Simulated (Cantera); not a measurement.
What does this Cantera script print?

```python
import numpy as np
import cantera as ct

gas = ct.Solution("gri30.yaml")


def delay(T, t_max=10):
    gas.TPX = T, 1000000, {'CO': 1, 'H2': 0.16, 'O2': 1.05, 'N2': 7.17}
    reactor = ct.IdealGasConstPressureReactor(gas, clone=False)
    net = ct.ReactorNet([reactor])
    net.rtol, net.atol = 1e-8, 1e-16
    while net.time < t_max:
        t_old, T_old = net.time, reactor.T
        net.step()
        if reactor.T > T + 400:  # ignition: a rise of 400 K
            return t_old + (T + 400 - T_old) / (reactor.T - T_old) * (net.time - t_old)
    return np.nan


taus = []
for T in [1100, 1175, 1250, 1325, 1400, 1475, 1550, 1625, 1700]:
    taus.append(delay(T))
    print(f"T0 = {T:6g} K   tau = {taus[-1]:.4e} s")
```

Result:

```
T0 =   1100 K   tau = 9.2915e-04 s
T0 =   1175 K   tau = 1.7961e-04 s
T0 =   1250 K   tau = 4.9907e-05 s
T0 =   1325 K   tau = 2.5864e-05 s
T0 =   1400 K   tau = 1.7623e-05 s
T0 =   1475 K   tau = 1.3649e-05 s
T0 =   1550 K   tau = 1.1411e-05 s
T0 =   1625 K   tau = 1.0061e-05 s
T0 =   1700 K   tau = 9.2385e-06 s
```

Model: GRI-Mech 3.0 (53 species, 325 reactions), integrated in Cantera. The hydrogen kinetics of GRI-Mech 3.0 are dated; newer H2 mechanisms differ, most at raised pressure. Where the delays flatten at high temperature, the 400 K rule measures the pace of heat release, not the induction time.
